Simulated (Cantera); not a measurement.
Input (Python, Cantera):

```python
import numpy as np
import cantera as ct

gas = ct.Solution("gri30.yaml")
gas.TPX = 450, 100000, {'C3H8': 1, 'O2': 3.57, 'N2': 9.64}
flame = ct.FreeFlame(gas, width=0.04)
flame.set_refine_criteria(ratio=3, slope=0.08, curve=0.16)
flame.transport_model = "mixture-averaged"
flame.solve(loglevel=0, auto=True)
z, T = flame.grid, flame.T
thick = (T[-1] - T[0]) / np.gradient(T, z).max()
show = ['C3H8', 'O2', 'CH4', 'HCN', 'NO2', 'CH2CO']
print(f"laminar burning velocity  {flame.velocity[0] * 100:.3f} cm/s")
print(f"burnt temperature         {T[-1]:.1f} K")
print(f"thermal thickness         {thick * 1e3:.4f} mm")
print(f"grid points               {len(z)}")
z0 = z[flame.heat_release_rate.argmax()]
print(f"{'z/mm':>9s}{'T/K':>9s}{'u/(m/s)':>9s}" + "".join(f"{s:>11s}" for s in show))
rows = []
for k in (-3, -2, -1.5, -1, -0.5, -0.25, 0, 0.25, 0.5, 1, 2, 4, 8):
    zz = z0 + k * thick
    rows.append([k * thick, np.interp(zz, z, T), np.interp(zz, z, flame.velocity),
                 *(np.interp(zz, z, flame.X[gas.species_index(s)]) for s in show)])
    print(f"{rows[-1][0] * 1e3:9.3f}{rows[-1][1]:9.1f}{rows[-1][2]:9.3f}" + "".join(f"{x:11.3e}" for x in rows[-1][3:]))
```

Result:

```
laminar burning velocity  110.217 cm/s
burnt temperature         2418.6 K
thermal thickness         0.2475 mm
grid points               144
     z/mm      T/K  u/(m/s)       C3H8         O2        CH4        HCN        NO2      CH2CO
   -0.743    450.1    1.104  7.025e-02  2.507e-01  7.692e-07  1.007e-10  8.501e-11  4.188e-09
   -0.495    451.3    1.113  6.995e-02  2.494e-01  1.131e-05  2.456e-09  1.811e-09  1.290e-07
   -0.371    457.6    1.136  6.951e-02  2.472e-01  6.026e-05  1.951e-08  1.237e-08  1.244e-06
   -0.248    521.3    1.315  6.794e-02  2.377e-01  5.003e-04  3.119e-07  1.185e-07  2.823e-05
   -0.124   1003.5    2.676  4.771e-02  1.812e-01  3.811e-03  4.843e-06  2.121e-07  7.288e-04
   -0.062   1475.8    4.155  1.530e-02  1.211e-01  6.184e-03  1.248e-05  8.779e-08  2.100e-03
    0.000   1897.8    5.540  4.956e-04  6.232e-02  4.184e-03  2.603e-05  1.812e-08  1.880e-03
    0.062   2129.8    6.272  9.859e-07  2.737e-02  1.155e-03  3.853e-05  3.620e-09  4.840e-04
    0.124   2219.6    6.534  5.274e-10  1.188e-02  2.243e-04  3.785e-05  2.598e-09  7.644e-05
    0.248   2263.2    6.634  3.531e-16  3.380e-03  7.908e-06  2.059e-05  3.176e-09  2.131e-06
    0.495   2285.4    6.673  2.421e-23  1.692e-03  2.543e-08  4.731e-06  3.622e-09  7.279e-09
    0.990   2311.2    6.734  1.643e-30  1.298e-03  1.077e-11  4.213e-07  3.875e-09  3.249e-12
    1.980   2344.1    6.814  7.334e-36  9.029e-04  1.160e-13  1.412e-08  4.140e-09  1.138e-15
```

Cantera simulation using GRI-Mech 3.0 (53 species, 325 reactions); the numbers are that mechanism's predictions, not measurements. GRI-Mech 3.0 was tuned for natural gas; its chemistry of propane as a main component is partial and can be far from experiment. Burning velocities carry a grid error of a few per cent, more on coarse grids.
